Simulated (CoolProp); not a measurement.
Vapour-liquid equilibrium of CH2F2 (R32) (1) + R142b (2) at 949 kPa; x and y are mole fractions of (1).

The numbers come from the multi-fluid Helmholtz-energy mixture model, Tillner-Roth 1997 and Lemmon 2006; pair parameters Bell 2016 in CoolProp.

```json
[
 {"x": "0.05", "bubble temperature (K)": "(withheld)", "y at the bubble point": "0.157", "dew temperature at overall composition x (K)": "334.6", "liquid density (mol/L)": "10.38"},
 {"x": "0.125", "bubble temperature (K)": "321.6", "y at the bubble point": "0.349", "dew temperature at overall composition x (K)": "331.5", "liquid density (mol/L)": "10.96"},
 {"x": "0.2", "bubble temperature (K)": "314.1", "y at the bubble point": "0.495", "dew temperature at overall composition x (K)": "328.4", "liquid density (mol/L)": "(withheld)"},
 {"x": "0.275", "bubble temperature (K)": "307.7", "y at the bubble point": "0.606", "dew temperature at overall composition x (K)": "325.1", "liquid density (mol/L)": "(withheld)"},
 {"x": "0.35", "bubble temperature (K)": "(withheld)", "y at the bubble point": "0.689", "dew temperature at overall composition x (K)": "321.6", "liquid density (mol/L)": "12.74"},
 {"x": "0.425", "bubble temperature (K)": "(withheld)", "y at the bubble point": "0.752", "dew temperature at overall composition x (K)": "317.8", "liquid density (mol/L)": "13.36"},
 {"x": "0.5", "bubble temperature (K)": "293.9", "y at the bubble point": "0.801", "dew temperature at overall composition x (K)": "313.9", "liquid density (mol/L)": "14.01"},
 {"x": "0.575", "bubble temperature (K)": "(withheld)", "y at the bubble point": "0.841", "dew temperature at overall composition x (K)": "309.6", "liquid density (mol/L)": "14.70"},
 {"x": "0.65", "bubble temperature (K)": "287.9", "y at the bubble point": "0.874", "dew temperature at overall composition x (K)": "304.9", "liquid density (mol/L)": "15.43"},
 {"x": "0.725", "bubble temperature (K)": "285.5", "y at the bubble point": "0.903", "dew temperature at overall composition x (K)": "299.7", "liquid density (mol/L)": "16.23"},
 {"x": "0.8", "bubble temperature (K)": "283.3", "y at the bubble point": "0.930", "dew temperature at overall composition x (K)": "294.0", "liquid density (mol/L)": "17.10"},
 {"x": "0.875", "bubble temperature (K)": "281.2", "y at the bubble point": "0.955", "dew temperature at overall composition x (K)": "287.8", "liquid density (mol/L)": "(withheld)"},
 {"x": "0.95", "bubble temperature (K)": "279.3", "y at the bubble point": "0.982", "dew temperature at overall composition x (K)": "281.7", "liquid density (mol/L)": "19.15"}
]
```

Q: Complete the blanks.

A: 
- 0.05, bubble temperature (K): 330.2
- 0.2, liquid density (mol/L): 11.54
- 0.275, liquid density (mol/L): 12.13
- 0.35, bubble temperature (K): 302.3
- 0.425, bubble temperature (K): 297.7
- 0.575, bubble temperature (K): 290.7
- 0.875, liquid density (mol/L): 18.07

No azeotrope shows between x = 0.05 and 0.95.

The pair parameters rest on a limited set of measurements; away from them the model extrapolates. The gap from Raoult's law changes sign with composition, which may be real or a fault of the pair parameters; it wasn't checked against measurements.
